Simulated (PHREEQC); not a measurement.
## Metal-bearing waste water: an equilibrium model

Make-up at 25 °C: 5.5 mmol/kgw CdCl2. It is in equilibrium with CO2 at log p = -3.4 (atm). Otherwise closed; pH follows from the charge balance.

Computed with PHREEQC (ion-association model, phreeqc.dat).

No solid was allowed to form.

Task: Estimate the pH, ionic strength.

Result: pH 5.57; ionic strength 0.0125 mol/kgw.

Task: In which forms is Cl present?

Result: Cl- 82 %, CdCl+ 17 %, CdCl2 1.0 % of the Cl.

Complexes and solids missing from the database can't appear.
